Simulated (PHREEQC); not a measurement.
## Leach liquor

A solution holds 0.0013 mol/kgw H2SO4, 0.04 mol/kgw CuSO4 and 0.00023 mol/kgw Fe2(SO4)3, at 56 °C. Closed to the air; pH follows from the charge balance.

Computed with PHREEQC (ion-association model, phreeqc.dat).

This is a speciation only: nothing precipitates in the calculation.

### Question
Estimate the pH, density.

### Answer
pH 3.08; density 0.992 g/cm³.

### Question
In which forms is Fe present?

### Answer
FeSO4+ 49 %, FeOH+2 25 %, Fe(OH)2+ 14 %, Fe(SO4)2- 9.9 %, Fe+3 1.4 % of the Fe.

Examples of supersaturated solids here: Hematite (slow to form), Goethite (slow to form). Others may be too. Away from 25 °C the constants follow the database's enthalpies or fits; those with neither stay at their 25 °C values.
